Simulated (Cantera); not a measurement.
What does this Cantera script print?

```python
import numpy as np
import cantera as ct

gas_names = """
    H H2 N NH NH2 NH3 N2 N2H2 N2H4 Si SiH SiH2 SiH3 SiH4 SiN Si2 Si2N Si3
""".split()
cond_names = """
    Si(cr) Si(L) Si3N4(a)
""".split()


def load(file, names, dense=False):
    # The tables refer to 1 bar. Condensed volumes are neglected.
    table = {s.name: s for s in ct.Species.list_from_file(file)}
    out = []
    for n in names:
        d = dict(table[n].input_data)
        d["thermo"] = dict(d["thermo"], **{"reference-pressure": 1e5})
        if dense:
            d["equation-of-state"] = {"model": "constant-volume", "density": "1e6 g/cm^3"}
        out.append(ct.Species.from_dict(d))
    return out


gas = ct.Solution(thermo="ideal-gas", species=load("nasa_gas.yaml", gas_names))
cond = {s.name: ct.Solution(thermo="fixed-stoichiometry", species=[s], name=s.name)
        for s in load("nasa_condensed.yaml", cond_names, dense=True)}
atoms = {
    'Si2H6': {'Si': 2, 'H': 6},
    'N2': {'N': 2},
}
top_T = {'Si3N4(a)': 2400}  # K; cautious upper limits of use, not melting points


def equilibrate(T, P, feed):
    n = {}
    for name, mol in feed.items():
        for a, k in atoms[name].items():
            n[a] = n.get(a, 0.0) + k * mol
    gas.TPX = T, P, n
    mass = sum(n.values()) * gas.mean_molecular_weight
    gas.equilibrate("TP")
    valid = [c for c in cond.values() if c.min_temp <= T <= top_T.get(c.name, c.max_temp)]
    mix = ct.Mixture([(gas, mass / gas.mean_molecular_weight)] + [(c, 0.0) for c in valid])
    mix.T, mix.P = T, P
    mix.equilibrate("TP", solver="vcs", rtol=1e-11, max_steps=5000)
    return mix


results = []
feed = {'Si2H6': 1, 'N2': 12}  # mol
P = 490  # Pa
for T in [1473, 1498, 1523, 1548, 1573, 1598, 1623, 1648, 1673, 1698, 1723, 1748, 1773, 1798]:
    mix = equilibrate(T, P, feed)
    results.append((T, P, feed, dict(zip(mix.species_names, mix.species_moles))))
    x = sorted(zip(gas.X, gas.species_names), reverse=True)
    print(f"T = {T:g} K  P = {P:g} Pa  gas = {mix.phase_moles(0):.4g} mol")
    print("   x: " + "  ".join(f"{s} {v:.3e}" for v, s in x if v > 0.001))
    print("   condensed (mol): " + ("  ".join(f"{mix.phase(i).name} {mix.phase_moles(i):.4g}"
          for i in range(1, mix.n_phases) if mix.phase_moles(i) > 1e-12) or "none"))
```

Output:

```
T = 1473 K  P = 490 Pa  gas = 13.67 mol
   x: N2 7.805e-01  H2 2.195e-01
   condensed (mol): Si3N4(a) 0.6667
T = 1498 K  P = 490 Pa  gas = 13.67 mol
   x: N2 7.804e-01  H2 2.194e-01
   condensed (mol): Si3N4(a) 0.6667
T = 1523 K  P = 490 Pa  gas = 13.67 mol
   x: N2 7.804e-01  H2 2.194e-01
   condensed (mol): Si3N4(a) 0.6667
T = 1548 K  P = 490 Pa  gas = 13.67 mol
   x: N2 7.804e-01  H2 2.194e-01
   condensed (mol): Si3N4(a) 0.6667
T = 1573 K  P = 490 Pa  gas = 13.67 mol
   x: N2 7.804e-01  H2 2.193e-01
   condensed (mol): Si3N4(a) 0.6667
T = 1598 K  P = 490 Pa  gas = 13.67 mol
   x: N2 7.803e-01  H2 2.193e-01
   condensed (mol): Si3N4(a) 0.6666
T = 1623 K  P = 490 Pa  gas = 13.67 mol
   x: N2 7.803e-01  H2 2.192e-01
   condensed (mol): Si3N4(a) 0.6666
T = 1648 K  P = 490 Pa  gas = 13.67 mol
   x: N2 7.802e-01  H2 2.191e-01
   condensed (mol): Si3N4(a) 0.6666
T = 1673 K  P = 490 Pa  gas = 13.67 mol
   x: N2 7.802e-01  H2 2.190e-01
   condensed (mol): Si3N4(a) 0.6665
T = 1698 K  P = 490 Pa  gas = 13.68 mol
   x: N2 7.801e-01  H2 2.189e-01
   condensed (mol): Si3N4(a) 0.6663
T = 1723 K  P = 490 Pa  gas = 13.68 mol
   x: N2 7.799e-01  H2 2.187e-01  H 1.218e-03
   condensed (mol): Si3N4(a) 0.6659
T = 1748 K  P = 490 Pa  gas = 13.68 mol
   x: N2 7.797e-01  H2 2.185e-01  H 1.526e-03
   condensed (mol): Si3N4(a) 0.6651
T = 1773 K  P = 490 Pa  gas = 15.02 mol
   x: N2 7.989e-01  H2 1.988e-01  H 1.812e-03
   condensed (mol): Si(L) 1.992
T = 1798 K  P = 490 Pa  gas = 15.03 mol
   x: N2 7.985e-01  H2 1.985e-01  H 2.241e-03
   condensed (mol): Si(L) 1.989
```

Method: chemical equilibrium by Gibbs-energy minimisation in Cantera with the NASA 1993 tables (ideal gas, pure condensed phases). The feed counts by its element totals alone. N2 is the only nitrogen source here; it is nearly inert below about 1500 K, so the nitride shown seldom forms there in practice. The tables' values for SiN are old estimates; treat these amounts as uncertain.
